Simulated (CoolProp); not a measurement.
A Linde-Hampson liquefier for CF4 (R14): isothermal reversible compression at 290 K from 1 atm to 15 MPa, throttling to 1 atm, return gas leaving the recuperator 0 K below the feed. Each further row changes one setting.

Model: reference Helmholtz-energy equation of state, Platzer 1990, in CoolProp. This equation is an older, rougher fit; its heat capacities, sound speeds and derivatives of the liquid may be far off and weren't checked against measurements.

```csv
case,liquid yield per pass,compression work (kJ/kg of gas)
as stated,0.275,122
high pressure 30 MPa,0.318,138
warm-end temperature 320 K,0.197,141
warm-end gap 5 K,0.264,122
```
